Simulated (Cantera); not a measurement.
**Calcination and drying: CaCO₃ + H₂O + CO₂**

A closed system holds: 1 mol CaCO₃, 0.036 mol H₂O, 0.12 mol CO₂, at 1.00 Torr.

Cantera equilibrium calculation (NASA polynomials, part measured and part estimated; ideal gas, pure solids and liquids). Candidate condensed phases: C, C₆H₆, C₇H₈, C₈H₁₈, Ca, CaCO₃, CaO, Ca(OH)₂, H₂O; 115 gas species. Kinetics and transport are ignored.

| T (K) | x CO₂ | x H₂O | x CO | x O₂ | x OH | x H₂ | x O | n CaO(s) |
|---|---|---|---|---|---|---|---|---|
| 1173 | 0.969 | 0.0311 | 4.86e-5 | 2.47e-5 | 6.26e-7 | 1.23e-6 | 1.90e-9 | 1.00 |
| 1223 | 0.969 | 0.0311 | 0.000107 | 5.42e-5 | 1.51e-6 | 2.35e-6 | 8.15e-9 | 1.00 |
| 1273 | 0.969 | 0.0311 | 0.000221 | 0.000112 | 3.38e-6 | 4.29e-6 | 3.11e-8 | 1.00 |
| 1323 | 0.968 | 0.0311 | 0.000432 | 0.000218 | 7.15e-6 | 7.49e-6 | 1.08e-7 | 1.00 |
| 1373 | 0.968 | 0.0311 | 0.000804 | 0.000405 | 1.43e-5 | 1.25e-5 | 3.39e-7 | 1.00 |
| 1423 | 0.967 | 0.0311 | 0.00143 | 0.000718 | 2.72e-5 | 2.03e-5 | 9.88e-7 | 1.00 |
| 1473 | 0.965 | 0.0310 | 0.00245 | 0.00123 | 4.96e-5 | 3.18e-5 | 2.68e-6 | 1.00 |
| 1523 | 0.963 | 0.0310 | 0.00404 | 0.00202 | 8.69e-5 | 4.84e-5 | 6.79e-6 | 1.00 |
| 1573 | 0.959 | 0.0309 | 0.00644 | 0.00321 | 0.000147 | 7.17e-5 | 1.62e-5 | 1.00 |
| 1623 | 0.954 | 0.0307 | 0.00996 | 0.00496 | 0.000239 | 0.000104 | 3.67e-5 | 1.00 |
| 1673 | 0.946 | 0.0305 | 0.0150 | 0.00744 | 0.000379 | 0.000146 | 7.90e-5 | 1.00 |
| 1723 | 0.936 | 0.0303 | 0.0220 | 0.0109 | 0.000582 | 0.000202 | 0.000162 | 1.00 |
x: gas mole fraction; n: condensed amount in mol.

From 1173 K to 1723 K the condensed part is CaO(s).
